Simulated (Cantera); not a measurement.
Charge: 1 mol SiO2, 2.4 mol MgCl2, 0.4 mol O2, held at 13.3 mbar.

Cantera equilibrium calculation (NASA polynomials, part measured and part estimated; ideal gas, pure solids and liquids). Candidate condensed phases: Mg, MgCl2, MgO, MgSiO3, Mg2SiO4, Si, SiO2; 20 gas species. Mutual solubility and eutectic melting of coexisting phases are not modelled. The tables hold silica as quartz up to 1696 K and as liquid above; real silica turns to tridymite and cristobalite and melts near 1996 K. Condensed phases not in the tables: alloys, solid solutions and most ternary compounds. Equilibrium is a limit: real reactors are often held back by kinetics, nucleation or transport.

At 1000 °C, list the 4 most abundant gas species with their mole fractions, and the condensed phases.

MgCl2 0.650, Cl2 0.303, Cl 0.0462, SiCl4 0.000652. Condensed: MgSiO3(s) + SiO2(β-quartz).
